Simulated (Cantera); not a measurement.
MgO + HCl (oxide etching and cleaning by halides)

Charge: 1 mol MgO, 1 mol HCl, equilibrated at 0.0195 Torr.

Method: chemical equilibrium by Gibbs-energy minimisation in Cantera with the NASA 1993 tables (ideal gas, pure condensed phases). Candidate condensed phases: H2O, Mg, MgCl2, MgO, Mg(OH)2; 22 gas species. Rates play no part.

From 1025 K to 1525 K the condensed part is MgO(s). The main Mg-bearing gas is MgCl2 throughout. The share of Mg in condensed phases is highest at 1025 K (99.5 %) and lowest at 1525 K (93.1 %).

```json
[
 {"T (K)": "1025", "x HCl": "0.989", "x MgCl2": "0.00528", "x H2O": "0.00528", "x Cl": "0.000106", "x H2": "5.39e-5", "n MgO(s)": "0.995"},
 {"T (K)": "1075", "x HCl": "0.984", "x MgCl2": "0.00779", "x H2O": "0.00779", "x Cl": "0.000235", "x H2": "0.000119", "n MgO(s)": "0.992"},
 {"T (K)": "1125", "x HCl": "0.977", "x MgCl2": "0.0111", "x H2O": "0.0111", "x Cl": "0.000484", "x H2": "0.000244", "n MgO(s)": "0.989"},
 {"T (K)": "1175", "x HCl": "0.968", "x MgCl2": "0.0152", "x H2O": "0.0152", "x Cl": "0.000938", "x H2": "0.000470", "n MgO(s)": "0.985"},
 {"T (K)": "1225", "x HCl": "0.957", "x MgCl2": "0.0202", "x H2O": "0.0202", "x Cl": "0.00172", "x H2": "0.000860", "n MgO(s)": "0.980"},
 {"T (K)": "1275", "x HCl": "0.943", "x MgCl2": "0.0262", "x H2O": "0.0262", "x Cl": "0.00299", "x H2": "0.00150", "n MgO(s)": "0.974"},
 {"T (K)": "1325", "x HCl": "0.926", "x MgCl2": "0.0331", "x H2O": "0.0331", "x Cl": "0.00499", "x H2": "0.00249", "n MgO(s)": "0.967"},
 {"T (K)": "1375", "x HCl": "0.906", "x MgCl2": "0.0409", "x H2O": "0.0408", "x Cl": "0.00799", "x H2": "0.00398", "n MgO(s)": "0.959"},
 {"T (K)": "1425", "x HCl": "0.883", "x MgCl2": "0.0493", "x H2O": "0.0493", "x Cl": "0.0123", "x H2": "0.00613", "n MgO(s)": "0.950"},
 {"T (K)": "1475", "x HCl": "0.855", "x MgCl2": "0.0584", "x H2O": "0.0584", "x Cl": "0.0184", "x H2": "0.00913", "n MgO(s)": "0.941"},
 {"T (K)": "1525", "x HCl": "0.824", "x MgCl2": "0.0678", "x H2O": "0.0677", "x Cl": "0.0267", "x H2": "0.0131", "n MgO(s)": "0.931"}
]
```
x: gas mole fraction; n: condensed amount in mol.
